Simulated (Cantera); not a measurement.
Input: 1 mol Mg(OH)2, 0.028 mol H2O, held at 1023 K and 1.30 bar.

Cantera equilibrium calculation (NASA polynomials, part measured and part estimated; ideal gas, pure solids and liquids). Candidate condensed phases: H2O, Mg, MgO, Mg(OH)2; 15 gas species. Kinetics and transport are ignored.

Base state: H2O 1.000 (mole fractions); condensed: MgO(s).

**Question.** What changes in the equilibrium state with this change: 0.0035 mol CH4 added?

**Answer.** 
```tsv
species	before	after
H2O	1.000	0.983
H2	3.58e-7	0.0134
CO2	0	0.00334
CO	0	3.49e-5
MgO(s), mol	1.00	1.00
```
Further candidate phases: C, C6H6, C7H8, C8H18, MgCO3.
